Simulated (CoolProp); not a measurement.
A single-stage vapour-compression cycle with the fluid: evaporating at 326.15 K (dew point), condensing at 387.15 K (bubble point), superheat 2 K, subcooling 0 K, compressor efficiency 0.6, no pressure losses. The same conditions are run with several fluids, on thermodynamics alone (safety and materials aside).

Computed with CoolProp (reference Helmholtz-energy equation of state of each fluid (isobutane: Bücker 2006; dimethyl carbonate: Zhou 2011; R142b: Lemmon 2006; R1224YDZ: Akasaka 2023; R236FA: Pan 2012; cyclopentane: Gedanitz 2015)).

| fluid | cooling COP | pressure ratio | discharge temperature (K) | refrigerating effect (kJ/kg) | volumetric capacity (kJ/m³) |
|---|---|---|---|---|---|
| isobutane | 1.54 | 3.47 | 392.2 | 115 | 2160 |
| dimethyl carbonate | 2.62 | 7.79 | 410.8 | 285 | 250 |
| R142b | 1.84 | 3.66 | 403.0 | 87.5 | 2810 |
| R1224YDZ | 1.89 | 4.29 | 390.5 | 71.3 | 1570 |
| R236FA | 1.24 | 4.07 | 391.6 | 38.5 | 1620 |
| cyclopentane | 2.49 | 5.01 | 403.7 | 259 | 792 |
